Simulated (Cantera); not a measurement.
Feed: 1 mol (CH3)2SiCl2, 0.4 mol C2H4, a varied amount of H2, at 2400 °C and 0.0100 bar.

Equilibrium computed with Cantera from the NASA thermochemical tables; the gas is ideal and each condensed phase is pure. Candidate condensed phases: C, C6H6, C7H8, C8H18, Si, SiC; 109 gas species. The feed counts by its element totals alone. Gases not in the tables: Si2H6 and higher silanes. Rates play no part.

Task: Which condensed phases are stable at each of these points (n(H2) (mol)): 2.3, 3.6, 5.5, 8.5, 13, 20, 31, 48, 73, 110, 170, 270, 410?

Result: 
| n(H2) (mol) | condensed phases | Si condensed (%) |
|---|---|---|
| 2.3 | C(graphite) | 0.0 |
| 3.6 | C(graphite) | 0.0 |
| 5.5 | C(graphite) | 0.0 |
| 8.5 | C(graphite) | 0.0 |
| 13 | C(graphite) | 0.0 |
| 20 | C(graphite) | 0.0 |
| 31 | C(graphite) | 0.0 |
| 48 | C(graphite) | 0.0 |
| 73 | gas only | 0.0 |
| 110 | gas only | 0.0 |
| 170 | gas only | 0.0 |
| 270 | gas only | 0.0 |
| 410 | gas only | 0.0 |

From 2.3 mol H2 to 48 mol H2 the condensed part is C(graphite). From 73 mol H2 to 410 mol H2 nothing is condensed.
